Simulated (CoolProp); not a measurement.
Carbon monoxide along the isotherm -124.45 °C: fugacity coefficient from the reference equation and from simpler models built on Tc = -140.3 °C, pc = 3.498 MPa, ω = 0.050; each cubic takes its own stable root.

The numbers come from the reference Helmholtz-energy equation of state, Lemmon 2006 in CoolProp. It is a short technical equation, of lower accuracy than the large ones.

```tsv
p (MPa)	phase	reference
1.94	gas	0.8715
3.89	supercritical	0.7489
5.83	supercritical	0.6325
7.77	supercritical	0.5386
9.72	supercritical	0.4763
11.7	supercritical	0.4343
13.6	supercritical	0.4064
15.5	supercritical	0.3865
17.5	supercritical	0.3715
```

Problem. How far does each simpler model (van der Waals, Redlich-Kwong, Soave-Redlich-Kwong, Peng-Robinson) lie from the reference over these 9 states: mean and median of the absolute difference, and the worst?

Solution. 
- van der Waals: mean 3.3 %, median 1.8 %, worst +9.5 % at -124.45 °C and 17.5 MPa
- Redlich-Kwong: mean 0.9 %, median 0.7 %, worst +1.7 % at -124.45 °C and 17.5 MPa
- Soave-Redlich-Kwong: mean 1.8 %, median 2.0 %, worst +3.4 % at -124.45 °C and 17.5 MPa
- Peng-Robinson: mean 4.6 %, median 4.5 %, worst -6.2 % at -124.45 °C and 17.5 MPa
